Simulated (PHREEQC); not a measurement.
Nickel, zinc or cadmium bath (model solution)

Solution (80 °C): 0.99 mmol/kgw Ni(NO3)2 and 33 mmol/kgw NaOH. Closed to the air; pH follows from the charge balance.

Model: ion-association model, wateq4f.dat, run in PHREEQC.

| Property | Value |
|---|---|
| pH | 11.01 |
| ionic strength | 0.0332 mol/kgw |
| total alkalinity | 33.0 meq/kg |

```csv
species,molality,activity,log γ
Na+,0.0330,0.0274,-0.081
OH-,0.0307,0.0252,-0.086
NO3-,0.00198,0.00162,-0.088
Ni(OH)3-,0.000463,0.000383,-0.082
Ni(OH)2,0.000369,0.000371,0.003
NiOH+,0.000157,0.000130,-0.082
Ni+2,7.44e-7,3.48e-7,-0.329
```

This is a speciation only: nothing precipitates in the calculation. In wateq4f.dat the enthalpy of Ni(OH)2 has the wrong sign, so its saturation index can't be trusted away from 25 °C. Constants without temperature data keep their 25 °C values here.
